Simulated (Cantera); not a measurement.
Feed: 1 mol V2O5, 430 mol H2, 1.3 mol H2O, held at 2123.15 K and 10000 Pa.

Cantera equilibrium calculation (NASA polynomials, part measured and part estimated; ideal gas, pure solids and liquids). Candidate condensed phases: H2O, V, VO, V2O3, V2O4, V2O5; 12 gas species. VO: taken at fixed stoichiometry. Kinetics and transport are ignored.

Base state: H2 0.979, H 0.0112, H2O 0.00974, VO2 0.000169, VO 0.000106, OH 1.38e-5 (mole fractions); condensed: VO(l).

**Question.** What changes in the equilibrium state with this change: temperature from 2123.15 K to 1425 K?

**Answer.** 
| species | before | after |
|---|---|---|
| H2 | 0.979 | 0.992 |
| H2O | 0.00974 | 0.00765 |
| H | 0.0112 | 2.15e-5 |
| VO2 | 0.000169 | <1e-9 |
| VO | 0.000106 | <1e-9 |
| OH | 1.38e-5 | 3.62e-9 |
| VO(l), mol | 1.88 | 0 |
| V2O3(s), mol | 0 | 1.00 |
Condensed phases not in the tables: the oxides between V2O3 and V2O5 other than VO2.
